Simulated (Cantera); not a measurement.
Input (Python, Cantera) and output of one run.

```python
import numpy as np
import cantera as ct

gas_names = """
    Fe FeO Fe(OH)2 H HO2 H2 H2O H2O2 O OH O2 O3
""".split()
cond_names = """
    Fe(a) Fe(c) Fe(d) Fe(L) FeO(s) FeO(L) Fe(OH)2(s) Fe(OH)3(s) Fe2O3(s) Fe3O4(s) H2O(s) H2O(L)
""".split()


# ... load() reads the species with a 1 bar reference pressure and builds the phases ...
atoms = {
    'Fe3O4': {'Fe': 3, 'O': 4},
    'H2': {'H': 2},
}
top_T = {'Fe2O3(s)': 1830, 'Fe3O4(s)': 1870}  # K; cautious upper limits of use, not melting points


# ... equilibrate(T, P, feed) seeds the gas with the atoms and calls Mixture.equilibrate('TP', solver="vcs", rtol=1e-11, max_steps=5000) ...
results = []
T = 1173  # K
P = 5600  # Pa
for m in [0.61, 0.83, 1.1, 1.5, 2.1, 2.8, 3.9, 5.2, 7.1, 9.6, 13, 18, 24]:
    feed = {'Fe3O4': 1, 'H2': m}  # mol
    mix = equilibrate(T, P, feed)
    results.append((T, P, feed, dict(zip(mix.species_names, mix.species_moles))))

top = {s: max(r[3][s] / sum(r[3][g] for g in gas_names) for r in results) for s in gas_names}
cols = sorted((s for s in top if top[s] > 0.001), key=lambda s: -top[s])[:8]
seen = [c for c in cond_names if any(r[3].get(c, 0) > 1e-12 for r in results)]
print("log10 of partial pressures in bar; condensed amounts in mol")
print(f"{'n(H2)':>10s}" + "".join(f"{s[:9]:>10s}" for s in cols + seen))
for T, P, feed, n in results:
    ng = sum(n[g] for g in gas_names)
    print(f"{feed['H2']:10.4g}" + "".join(f"{np.log10(max(n[s] / ng * P / 1e5, 1e-99)):10.3f}" for s in cols)
          + "".join(f"{n.get(c, 0):10.4g}" for c in seen))
```

It prints:

```
log10 of partial pressures in bar; condensed amounts in mol
     n(H2)       H2O        H2     Fe(a)    FeO(s)  Fe3O4(s)
      0.61    -1.270    -2.638         0     1.755    0.4151
      0.83    -1.270    -2.638         0     2.388    0.2041
       1.1    -1.293    -2.293         0         3         0
       1.5    -1.428    -1.729         0         3         0
       2.1    -1.574    -1.533         0         3         0
       2.8    -1.699    -1.444         0         3         0
       3.9    -1.843    -1.380         0         3         0
       5.2    -1.933    -1.353   0.08348     2.917         0
       7.1    -1.933    -1.353    0.4794     2.521         0
       9.6    -1.933    -1.353         1         2         0
        13    -1.933    -1.353     1.709     1.291         0
        18    -1.933    -1.353     2.751    0.2495         0
        24    -2.030    -1.331         3         0         0
```

These are equilibrium values from Cantera (NASA tables, ideal gas, pure condensed phases), not measurements of a reactor. Mutual solubility and eutectic melting of coexisting phases are not modelled. The tables' stoichiometric FeO is somewhat more stable than real wüstite, so its field is too wide. FeO: taken at fixed stoichiometry.
